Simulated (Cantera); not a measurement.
CaF2 + HF + H2 (halide evaporation, hydrolysis and transport)

A closed system holds: 1 mol CaF2, 1 mol HF, 4 mol H2, equilibrated at 0.550 Pa.

Method: chemical equilibrium by Gibbs-energy minimisation in Cantera with the NASA 1993 tables (ideal gas, pure condensed phases). Candidate condensed phases: Ca, CaF2; 15 gas species. Rates play no part.

From 902 °C to 1102 °C the condensed part is CaF2(s). From 1202 °C to 1702 °C nothing is condensed. The main Ca-bearing gas is CaF2 throughout.

| T (°C) | x H2 | x H | x HF | x CaF2 | x Ca | x CaF | n CaF2(s) |
|---|---|---|---|---|---|---|---|
| 902 | 0.800 | 4.68e-5 | 0.200 | 4.38e-5 | 4.15e-12 | 2.91e-9 | 1.000 |
| 1002 | 0.799 | 0.000281 | 0.200 | 0.00124 | 3.20e-9 | 5.45e-7 | 0.994 |
| 1102 | 0.782 | 0.00129 | 0.196 | 0.0209 | 9.27e-7 | 4.66e-5 | 0.893 |
| 1202 | 0.661 | 0.00450 | 0.168 | 0.164 | 9.58e-5 | 0.00158 | 0 |
| 1302 | 0.649 | 0.0143 | 0.171 | 0.159 | 0.000731 | 0.00500 | 0 |
| 1402 | 0.618 | 0.0389 | 0.181 | 0.146 | 0.00369 | 0.0123 | 0 |
| 1502 | 0.552 | 0.0917 | 0.201 | 0.121 | 0.0117 | 0.0224 | 0 |
| 1602 | 0.445 | 0.186 | 0.224 | 0.0893 | 0.0244 | 0.0308 | 0 |
| 1702 | 0.307 | 0.323 | 0.239 | 0.0595 | 0.0372 | 0.0340 | 0 |
x: gas mole fraction; n: condensed amount in mol.
